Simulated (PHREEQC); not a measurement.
**Acid rinse or clean**

Solution (25 °C): 0.0058 mol/kgw HBr and 0.059 mol/kgw AlCl3. Closed to the air; pH follows from the charge balance.

All values are PHREEQC results (ion-association model, phreeqc.dat), not measurements.

Each row changes one thing in this solution. Precipitation was switched off in this run.

| case | pH | ionic strength (mol/kgw) | AlOH+2 (mol/kgw) | Al(OH)2+ (mol/kgw) | SI of Gibbsite (Al(OH)3) |
|---|---|---|---|---|---|
| as made | 2.34 | 0.360 | 5.12e-5 | 3.16e-8 | -3.31 |
| AlCl3 from 0.059 to 0.118 mol/kgw | 2.35 | 0.714 | 9.96e-5 | 5.30e-8 | -3.10 |
| 0.02 mol/kgw NaOH added | 4.76 | 0.333 | 0.0107 | 0.00176 | +3.86 |
| HBr replaced by SrBr2 at the same molality | 3.37 | 0.370 | 0.000541 | 3.55e-6 | -0.23 |
| HBr left out | 3.37 | 0.353 | 0.000541 | 3.58e-6 | -0.23 |
| HBr from 0.0058 to 0.029 mol/kgw | 1.65 | ? | 1.03e-5 | ? | ? |

Problem. What belongs in the gaps?

Solution. 
- HBr from 0.0058 to 0.029 mol/kgw, ionic strength (mol/kgw): 0.383
- HBr from 0.0058 to 0.029 mol/kgw, Al(OH)2+ (mol/kgw): 1.27e-9
- HBr from 0.0058 to 0.029 mol/kgw, SI of Gibbsite (Al(OH)3): -5.40

The ionic strength passes 0.7 mol/kgw, the rough limit of the ion-association models, in AlCl3 from 0.059 to 0.118 mol/kgw. Species that the database lacks are ignored. Some of these states are supersaturated (in Al(OH)3(a), Gibbsite (slow to form), for instance).
